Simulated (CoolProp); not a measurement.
Properties of carbon dioxide along the isotherm 575.2 K.

Model: reference Helmholtz-energy equation of state, Span 1996, in CoolProp.

```
p (kPa)          phase  density (kg/m³)  expansivity (1/kK)
-------  -------------  ---------------  ------------------
1110               gas            10.25               1.781
2210               gas            20.49               1.822
3320               gas            30.89               1.864
4430               gas            41.35               1.905
5530               gas            51.77               1.945
6640               gas            62.34               1.985
7750     supercritical            72.96               2.024
8850     supercritical            83.52               2.062
9960     supercritical            94.20               2.099
11100    supercritical            105.2               2.137
```
